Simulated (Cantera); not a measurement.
An isothermal, constant-pressure homogeneous reactor starts with NH3 : N2 = 1 : 0.68 (molar parts), at 1623 K and 0.987 atm. Integrator tolerance rtol = 1e-08.

Model: the gas-phase N/H chemistry of the illustrative SiF4/NH3 mechanism in the Surface Chemkin manual (1991), integrated in Cantera. Walls and surfaces, which speed up NH3 decomposition in real reactors, are not modelled.

What does this change do: N2 0.68 to 0.095 parts?


```json
[
 {"quantity": "x(NH3) at 10.0 s", "before": "0.151 (gas-phase equilibrium 1.21e-5)", "after": "0.211 (gas-phase equilibrium 1.40e-5)"},
 {"quantity": "x(H2) at 10.0 s", "before": "0.418 (gas-phase equilibrium 0.560)", "after": "0.551 (gas-phase equilibrium 0.716)"},
 {"quantity": "x(NH2) at 10.0 s", "before": "2.94e-5 (gas-phase equilibrium 2.71e-9)", "after": "3.54e-5 (gas-phase equilibrium 2.79e-9)"},
 {"quantity": "x(N2H2) at 10.0 s", "before": "3.79e-8 (gas-phase equilibrium <1e-12)", "after": "5.31e-8 (gas-phase equilibrium <1e-12)"},
 {"quantity": "x(N) at 10.0 s", "before": "5.80e-9 (gas-phase equilibrium <1e-12)", "after": "5.21e-9 (gas-phase equilibrium <1e-12)"},
 {"quantity": "x(NH) at 10.0 s", "before": "1.65e-7 (gas-phase equilibrium 1.77e-11)", "after": "1.71e-7 (gas-phase equilibrium 1.61e-11)"}
]
```

What does this change do: temperature 1623 to 1725 K?


```csv
quantity,before,after
x(NH3) at 10.0 s,0.151 (gas-phase equilibrium 1.21e-5),0.0203 (gas-phase equilibrium 9.45e-6)
x(H2) at 10.0 s,0.418 (gas-phase equilibrium 0.560),0.541 (gas-phase equilibrium 0.560)
x(NH2) at 10.0 s,2.94e-5 (gas-phase equilibrium 2.71e-9),1.21e-5 (gas-phase equilibrium 6.07e-9)
x(N2H2) at 10.0 s,3.79e-8 (gas-phase equilibrium <1e-12),3.40e-9 (gas-phase equilibrium <1e-12)
x(N) at 10.0 s,5.80e-9 (gas-phase equilibrium <1e-12),1.02e-8 (gas-phase equilibrium 6.01e-12)
x(NH) at 10.0 s,1.65e-7 (gas-phase equilibrium 1.77e-11),1.56e-7 (gas-phase equilibrium 8.48e-11)
```

What does this change do: pressure from 0.987 atm to 0.0132 atm?


| quantity | before | after |
|---|---|---|
| x(NH3) at 10.0 s | 0.151 (gas-phase equilibrium 1.21e-5) | 0.509 (gas-phase equilibrium 1.61e-7) |
| x(H2) at 10.0 s | 0.418 (gas-phase equilibrium 0.560) | 0.0807 (gas-phase equilibrium 0.559) |
| x(NH2) at 10.0 s | 2.94e-5 (gas-phase equilibrium 2.71e-9) | 0.000166 (gas-phase equilibrium 3.13e-10) |
| x(N2H2) at 10.0 s | 3.79e-8 (gas-phase equilibrium <1e-12) | 1.60e-6 (gas-phase equilibrium <1e-12) |
| x(N) at 10.0 s | 5.80e-9 (gas-phase equilibrium <1e-12) | 4.44e-8 (gas-phase equilibrium 6.38e-12) |
| x(NH) at 10.0 s | 1.65e-7 (gas-phase equilibrium 1.77e-11) | 1.22e-6 (gas-phase equilibrium 1.77e-11) |
